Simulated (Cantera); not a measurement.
Charge: 1 mol PbO, 2.1 mol CH4, 1.2 mol H2, at 1150 K.

Cantera equilibrium calculation (NASA polynomials, part measured and part estimated; ideal gas, pure solids and liquids). Candidate condensed phases: C, C6H6, C7H8, C8H18, H2O, Pb, PbO, PbO2, Pb3O4; 113 gas species. Kinetics and transport are ignored.

Which condensed phases are stable at each of these points (P (Pa)): 10, 52, 270, 1400, 7200, 37000, 190000, 1000000?


```
P (Pa)      condensed phases  Pb condensed (%)
-------  -------------------  ----------------
10               C(graphite)               0.0
52               C(graphite)               0.0
270      C(graphite) + Pb(l)              23.1
1400     C(graphite) + Pb(l)              86.5
7200     C(graphite) + Pb(l)              97.4
37000    C(graphite) + Pb(l)              99.5
190000   C(graphite) + Pb(l)              99.9
1000000  C(graphite) + Pb(l)             100.0
```

From 10.0 Pa to 52.0 Pa the condensed part is C(graphite). From 270 Pa to 1000000 Pa the condensed part is C(graphite) + Pb(l).
